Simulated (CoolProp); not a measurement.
Vapour-liquid equilibrium of propane (1) + n-perfluorobutane (2) at 276.8 K; x and y are mole fractions of (1).

Computed with CoolProp (multi-fluid Helmholtz-energy mixture model, Lemmon 2009 and Gao 2022; pair parameters Bell 2016).

Question: Give the bubble pressure and the first vapour's composition at x = 0.5, 0.65, 0.8. Is there an azeotrope?

Answer: x = 0.5: 471.1 kPa, y = 0.792; x = 0.65: 497.1 kPa, y = 0.823; x = 0.8: 518.4 kPa, y = 0.866. No azeotrope shows between x = 0.05 and 0.95.

The pair parameters rest on a limited set of measurements; away from them the model extrapolates. With so large a gap from Raoult's law the liquid may split in two, which this calculation doesn't test in full.
